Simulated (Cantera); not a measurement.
Charge: 1 mol Si, 3 mol Cl2, 59 mol H2, at 75.0 Torr.

Method: chemical equilibrium by Gibbs-energy minimisation in Cantera with the NASA 1993 tables (ideal gas, pure condensed phases). Candidate condensed phases: Si; 19 gas species. The numbers say what is thermodynamically allowed, not how fast it happens.

Question: At 550 K, list the 3 most abundant gas species with their mole fractions, and the condensed phases.

Answer: H2 0.951, HCl 0.0328, SiCl4 0.0164. Condensed: gas only.
